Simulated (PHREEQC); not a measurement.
Dissolve 0.005 mol H3PO4 per kg of water at 25 °C. Closed to the air; pH follows from the charge balance.

Computed with PHREEQC (ion-association model, phreeqc.dat).

This is a speciation only: nothing precipitates in the calculation.

**Question.** Estimate the pH, ionic strength, specific conductance.

**Answer.** pH 2.49; ionic strength 0.00345 mol/kgw; specific conductance 1260 µS/cm.

**Question.** In which forms is P present?

**Answer.** H2PO4- 69 %, H3PO4 31 % of the P.

Complexes and solids missing from the database can't appear.
